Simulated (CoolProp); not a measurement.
A closed Brayton cycle with carbon dioxide: compressor inlet 322.15 K and 7.9 MPa, high pressure 24.5 MPa, turbine inlet 825 K, compressor efficiency 0.89, turbine efficiency 0.93, recuperator effectiveness 0.8 (on enthalpy, no pinch check). Each further row changes one setting.

The numbers come from the reference Helmholtz-energy equation of state, Span 1996 in CoolProp.

```json
[
 {"case": "as stated", "thermal efficiency (%)": "32.1", "net work (kJ/kg)": "94.6", "compressor to turbine work": "0.38", "compressor exit (K)": "416.1", "turbine exit (K)": "686.6"},
 {"case": "turbine inlet 775 K", "thermal efficiency (%)": "30.7", "net work (kJ/kg)": "84.0", "compressor to turbine work": "0.40", "compressor exit (K)": "416.1", "turbine exit (K)": "641.6"},
 {"case": "compressor inlet 332.15 K", "thermal efficiency (%)": "31.1", "net work (kJ/kg)": "87.6", "compressor to turbine work": "0.42", "compressor exit (K)": "432.7", "turbine exit (K)": "686.6"},
 {"case": "high pressure 20.8 MPa", "thermal efficiency (%)": "30.6", "net work (kJ/kg)": "84.4", "compressor to turbine work": "0.36", "compressor exit (K)": "402.1", "turbine exit (K)": "706.0"},
 {"case": "recuperator effectiveness 0.5", "thermal efficiency (%)": "24.4", "net work (kJ/kg)": "94.6", "compressor to turbine work": "0.38", "compressor exit (K)": "416.1", "turbine exit (K)": "686.6"}
]
```
